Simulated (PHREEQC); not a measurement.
A column of 0.2 m (30 cells, dispersivity 0.007 m, 720 s a shift, diffusion coefficient 3e-10 m²/s) holds 0.12 eq of the database's cation exchanger X per kg of pore water, first in equilibrium with 24 mmol/kgw MnCl2, 28 mmol/kgw (NH4)2SO4 and 0.01 mmol/kgw HCl. It is flushed with 0.09 mol/kgw KBr, 0.00033 mol/kgw CaCl2 and 1e-05 mol/kgw HCl, at 25 °C. Values are for the last cell. The system is closed to CO2. Nothing may precipitate in this run.

Equilibrium calculation in PHREEQC: ion-association model, phreeqc.dat.

| pore volumes | Br in solution (mol/kgw) | K in solution (mol/kgw) | S in solution (mol/kgw) | Ca in solution (mol/kgw) | Mn in solution (mol/kgw) | CaX2 on the exchanger (mol/kgw) |
|---|---|---|---|---|---|---|
| 0 | 0 | 0 | 0.0280 | 0 | 0.0240 | 0 |
| 0.1833 | 0 | 0 | 0.0280 | 0 | 0.0240 | 0 |
| 0.35 | 1.47e-6 | 0 | 0.0280 | 0 | 0.0240 | 0 |
| 0.6833 | 0.00844 | 1.90e-7 | 0.0254 | 1.89e-11 | 0.0235 | 4.07e-11 |
| 0.85 | 0.0284 | 8.08e-6 | 0.0192 | 9.60e-10 | 0.0222 | 2.17e-9 |
| 1.017 | 0.0520 | ? | 0.0118 | ? | 0.0206 | 3.27e-8 |
| 1.183 | 0.0701 | ? | 0.00619 | 9.88e-8 | 0.0193 | 2.49e-7 |
| 1.35 | 0.0808 | 0.00202 | 0.00287 | 4.84e-7 | ? | 1.25e-6 |
| 1.683 | 0.0885 | 0.0108 | 0.000481 | 5.40e-6 | 0.0169 | 1.38e-5 |
| 1.85 | 0.0894 | 0.0189 | 0.000181 | 1.34e-5 | 0.0155 | 3.35e-5 |
| 2.017 | 0.0898 | 0.0289 | 6.59e-5 | 2.82e-5 | 0.0135 | 6.80e-5 |
| 2.183 | 0.0899 | ? | 2.32e-5 | 5.15e-5 | 0.0112 | 0.000119 |
| 2.35 | 0.0900 | 0.0507 | 8.02e-6 | 8.26e-5 | 0.00886 | 0.000182 |
| 2.683 | 0.0900 | 0.0687 | 9.07e-7 | 0.000157 | 0.00477 | 0.000319 |
| 2.85 | 0.0900 | 0.0750 | 2.99e-7 | 0.000192 | 0.00331 | 0.000378 |
| 3.017 | 0.0900 | 0.0798 | 9.78e-8 | 0.000223 | 0.00223 | 0.000428 |
| 3.183 | 0.0900 | 0.0831 | 3.17e-8 | 0.000248 | 0.00148 | 0.000469 |
| 3.35 | 0.0900 | 0.0854 | 1.02e-8 | 0.000268 | 0.000964 | 0.000501 |
| 3.683 | 0.0900 | 0.0880 | 1.04e-9 | 0.000295 | 0.000398 | 0.000544 |
| 3.85 | 0.0900 | 0.0887 | 3.32e-10 | 0.000304 | 0.000253 | 0.000558 |
| 4.017 | 0.0900 | 0.0892 | 1.05e-10 | 0.000311 | 0.000160 | 0.000569 |
| 4.183 | 0.0900 | 0.0895 | 3.32e-11 | 0.000316 | 0.000101 | 0.000577 |
| 4.35 | 0.0900 | 0.0897 | 1.05e-11 | 0.000319 | 6.34e-5 | 0.000584 |
| 4.683 | 0.0900 | 0.0899 | 1.03e-12 | 0.000324 | 2.48e-5 | 0.000592 |
| 4.85 | 0.0900 | 0.0899 | 3.24e-13 | 0.000326 | 1.55e-5 | 0.000594 |
| 5.017 | 0.0900 | 0.0899 | 1.02e-13 | 0.000327 | 9.62e-6 | 0.000596 |

Problem. What belongs in the gaps?

Solution. 
- 1.017, K in solution (mol/kgw): 9.78e-5
- 1.017, Ca in solution (mol/kgw): 1.36e-8
- 1.183, K in solution (mol/kgw): 0.000564
- 1.35, Mn in solution (mol/kgw): 0.0185
- 2.183, K in solution (mol/kgw): 0.0399

Species that the database lacks are ignored.
